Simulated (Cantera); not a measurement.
Source: NASA polynomial tables (part measured, part estimated), evaluated in Cantera. Values are per mole of reaction as written; species without (g) are pure solids or liquids, kept so even where they would boil at 1 bar.

Q: Between 300 and 973 K, where is each reaction favourable under standard conditions?
- 3 NO(g) + 2 Fe ⇌ Fe2O3 + 3 N(g)

A: 
- 3 NO(g) + 2 Fe ⇌ Fe2O3 + 3 N(g): ΔG° is 361 kJ at 300 K and 436 kJ at 973 K; it stays positive (K < 1). ΔH° is 348 kJ and ΔS° -91 J/K at 973 K.
